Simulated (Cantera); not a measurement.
An adiabatic, constant-volume homogeneous reactor starts with CH4 : C2H6 : O2 : N2 = 1 : 0.073 : 0.902 : 3.25 (molar parts), equivalence ratio 2.5, at 1625 K and 1.01 bar. Integrator tolerance rtol = 1e-08.

Model: GRI-Mech 3.0 (53 species, 325 reactions), integrated in Cantera.

**Question.** What does this change do: initial temperature 1625 to 1350 K?

**Answer.** 
| quantity | before | after |
|---|---|---|
| time of steepest temperature rise | 0.146 ms | 2.09 ms |
| temperature at 0.200 s | 2638 K | 2435 K |
| equilibrium temperature | 2638 K | 2435 K |
| x(CH4) at 0.200 s | 2.04e-10 (gas-phase equilibrium 2.28e-10) | 5.88e-10 (gas-phase equilibrium 6.64e-10) |
| x(C2H6) at 0.200 s | <1e-12 (gas-phase equilibrium <1e-12) | <1e-12 (gas-phase equilibrium <1e-12) |
| x(O2) at 0.200 s | 8.39e-6 (gas-phase equilibrium 8.39e-6) | 1.09e-6 (gas-phase equilibrium 1.09e-6) |
| x(H2O) at 0.200 s | 0.0879 (gas-phase equilibrium 0.0879) | 0.0887 (gas-phase equilibrium 0.0887) |
| x(H2) at 0.200 s | 0.237 (gas-phase equilibrium 0.237) | 0.242 (gas-phase equilibrium 0.242) |

**Question.** What does this change do: initial temperature 1625 to 1075 K?

**Answer.** 
```tsv
quantity	before	after
time of steepest temperature rise	0.146 ms	48.0 ms
temperature at 0.200 s	2638 K	2206 K
equilibrium temperature	2638 K	2206 K
x(CH4) at 0.200 s	2.04e-10 (gas-phase equilibrium 2.28e-10)	2.38e-9 (gas-phase equilibrium 2.71e-9)
x(C2H6) at 0.200 s	<1e-12 (gas-phase equilibrium <1e-12)	<1e-12 (gas-phase equilibrium <1e-12)
x(O2) at 0.200 s	8.39e-6 (gas-phase equilibrium 8.39e-6)	6.91e-8 (gas-phase equilibrium 6.92e-8)
x(H2O) at 0.200 s	0.0879 (gas-phase equilibrium 0.0879)	0.0883 (gas-phase equilibrium 0.0883)
x(H2) at 0.200 s	0.237 (gas-phase equilibrium 0.237)	0.246 (gas-phase equilibrium 0.246)
```
